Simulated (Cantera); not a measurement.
A Cantera script and what it prints.

```python
import numpy as np
import cantera as ct

gas_names = """
    O2 F2
""".split()
cond_names = """
    Ca(b) CaF2(a) CaO(s)
""".split()


# ... load() reads the species with a 1 bar reference pressure and builds the phases ...
species = {s.name: s for s in load("nasa_gas.yaml", gas_names) + load("nasa_condensed.yaml", cond_names)}
T = 725
g = {n: (s.thermo.h(T) - T * s.thermo.s(T)) / (ct.gas_constant * T * np.log(10)) for n, s in species.items()}
valid = cond_names  # the entries whose range holds T


def stable(la, lb):
    # potentials (over RT ln 10) of the two non-metals from log10 p(O2) and log10 p(F2) in bar
    mu = {}
    mu["O"] = (g["O2"] + la) / 2
    mu["F"] = (g["F2"] + lb) / 2
    cost = {}
    for n in valid:
        c = species[n].composition
        cost[n] = (g[n] - sum(c.get(e, 0) * m for e, m in mu.items())) / c["Ca"]
    return min(cost, key=cost.get)


results = []
for lb in [0, -6.3, -12.7, -19, -25.3, -31.7, -38, -44.3, -50.7, -57]:
    row = [stable(la, lb) for la in [-26, -24.3, -22.5, -20.8, -19.1, -17.3, -15.6, -13.9, -12.1, -10.4, -8.7, -6.9, -5.2, -3.5, -1.7, 0]]
    results.append(row)
    print(f"{lb:6.1f}  " + " ".join(f"{valid.index(n):x}" for n in row))
print("key: " + ", ".join(f"{i:x} {n}" for i, n in enumerate(valid)))
```

It prints:

```
   0.0  1 1 1 1 1 1 1 1 1 1 1 1 1 1 1 1
  -6.3  1 1 1 1 1 1 1 1 1 1 1 1 1 1 1 1
 -12.7  1 1 1 1 1 1 1 1 1 1 1 1 1 1 1 1
 -19.0  1 1 1 1 1 1 1 1 1 1 1 1 1 1 1 1
 -25.3  1 1 1 1 1 1 1 1 1 1 1 1 1 1 1 1
 -31.7  1 1 1 1 1 1 1 1 1 1 1 1 1 1 1 1
 -38.0  1 1 1 1 1 1 1 1 1 1 1 1 1 1 1 1
 -44.3  1 1 1 1 1 1 1 1 1 2 2 2 2 2 2 2
 -50.7  1 1 2 2 2 2 2 2 2 2 2 2 2 2 2 2
 -57.0  2 2 2 2 2 2 2 2 2 2 2 2 2 2 2 2
key: 0 Ca(b), 1 CaF2(a), 2 CaO(s)
```

Source: NASA polynomial tables (part measured, part estimated), evaluated in Cantera. Not in the tables: oxide halides.
